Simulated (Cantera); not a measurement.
A closed system holds: 1 mol SiF4, 6.9 mol O3, 23 mol H2, equilibrated at 750 Torr.

Method: chemical equilibrium by Gibbs-energy minimisation in Cantera with the NASA 1993 tables (ideal gas, pure condensed phases). Candidate condensed phases: H2O, Si, SiO2; 38 gas species. The tables hold silica as quartz up to 1696 K and as liquid above; real silica turns to tridymite and cristobalite and melts near 1996 K. Gases not in the tables: Si(OH)4. The numbers say what is thermodynamically allowed, not how fast it happens.

**Question.** Which condensed phases are stable at each of these points (T (K)): 1325, 1375, 1425, 1475, 1525, 1575, 1625, 1675, 1725, 1775, 1825, 1875?

**Answer.** 
```tsv
T (K)	condensed phases	Si condensed (%)
1325	SiO2(β-quartz)	99.5
1375	SiO2(β-quartz)	99.6
1425	SiO2(β-quartz)	99.7
1475	SiO2(β-quartz)	99.8
1525	SiO2(β-quartz)	99.9
1575	SiO2(β-quartz)	99.9
1625	SiO2(β-quartz)	99.9
1675	SiO2(β-quartz)	99.9
1725	SiO2(condensed)	99.9
1775	SiO2(condensed)	100.0
1825	SiO2(condensed)	100.0
1875	SiO2(condensed)	100.0
```

From 1325 K to 1675 K the condensed part is SiO2(β-quartz). From 1725 K to 1875 K the condensed part is SiO2(condensed).
